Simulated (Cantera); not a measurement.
**Low-pressure radical oxidation in H2/O2**

A perfectly stirred reactor is fed with H₂ : O₂ = 0.2 : 1 (molar parts), equivalence ratio 0.10, at 0.0133 bar; it is held at 1175 K, and followed from long to short residence time.

Computed with Cantera and GRI-Mech 3.0 (53 species, 325 reactions). Radical loss at walls, strong at low pressure, is not modelled. The temperature is held fixed by assumption; the heat of reaction is taken as removed at once.

```json
[
 {"τ (s)": "0.57", "x H₂": "0.000819", "x O₂": "0.813", "x H₂O₂": "2.94e-7", "x H₂O": "0.179", "x HO₂": "5.37e-6"},
 {"τ (s)": "0.25", "x H₂": "0.00136", "x O₂": "0.810", "x H₂O₂": "3.30e-7", "x H₂O": "0.177", "x HO₂": "6.54e-6"},
 {"τ (s)": "0.11", "x H₂": "0.00222", "x O₂": "0.805", "x H₂O₂": "3.55e-7", "x H₂O": "0.174", "x HO₂": "7.57e-6"},
 {"τ (s)": "0.046", "x H₂": "0.00369", "x O₂": "0.796", "x H₂O₂": "3.66e-7", "x H₂O": "0.168", "x HO₂": "8.39e-6"},
 {"τ (s)": "0.020", "x H₂": "0.00582", "x O₂": "0.784", "x H₂O₂": "3.60e-7", "x H₂O": "0.159", "x HO₂": "8.78e-6"},
 {"τ (s)": "0.0085", "x H₂": "0.00903", "x O₂": "0.769", "x H₂O₂": "3.50e-7", "x H₂O": "0.146", "x HO₂": "8.77e-6"},
 {"τ (s)": "0.0036", "x H₂": "0.0141", "x O₂": "0.758", "x H₂O₂": "3.57e-7", "x H₂O": "0.131", "x HO₂": "8.49e-6"},
 {"τ (s)": "0.0016", "x H₂": "0.0225", "x O₂": "0.756", "x H₂O₂": "3.92e-7", "x H₂O": "0.117", "x HO₂": "8.14e-6"},
 {"τ (s)": "0.00068", "x H₂": "0.0395", "x O₂": "0.762", "x H₂O₂": "4.48e-7", "x H₂O": "0.0979", "x HO₂": "7.59e-6"},
 {"τ (s)": "0.00029", "x H₂": "0.0719", "x O₂": "0.780", "x H₂O₂": "4.47e-7", "x H₂O": "0.0702", "x HO₂": "6.58e-6"},
 {"τ (s)": "0.00013", "x H₂": "0.125", "x O₂": "0.809", "x H₂O₂": "2.20e-7", "x H₂O": "0.0298", "x HO₂": "4.81e-6"}
]
```
x: mole fraction; the columns are a selection and need not sum to one.
